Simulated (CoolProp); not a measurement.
Vapour-liquid equilibrium of fluoroethane (R161) (1) + R1234yf (2) at 307.4 K; x and y are mole fractions of (1).

The numbers come from the multi-fluid Helmholtz-energy mixture model, Wu 2012 and Lemmon 2022; pair parameters Bell 2016 in CoolProp.

| x | bubble pressure (kPa) | y at the bubble point | dew pressure at overall composition x (kPa) | liquid density (mol/L) |
|---|---|---|---|---|
| 0.05 | 896.9 | [?] | 892.4 | [?] |
| 0.2 | [?] | 0.247 | [?] | 9.992 |
| 0.35 | 1005 | 0.410 | 985.5 | 10.61 |
| 0.5 | 1054 | [?] | 1035 | 11.30 |
| 0.65 | 1098 | 0.696 | 1083 | [?] |
| 0.8 | 1137 | 0.827 | 1129 | 12.98 |
| 0.95 | 1171 | 0.957 | 1169 | 14.00 |

Task: Some entries are withheld; supply them.

Result: 
- 0.05, y at the bubble point: 0.065
- 0.05, liquid density (mol/L): 9.438
- 0.2, bubble pressure (kPa): 952.5
- 0.2, dew pressure at overall composition x (kPa): 937.8
- 0.5, y at the bubble point: 0.558
- 0.65, liquid density (mol/L): 12.09

No azeotrope shows between x = 0.05 and 0.95.

The pair parameters rest on a limited set of measurements; away from them the model extrapolates.
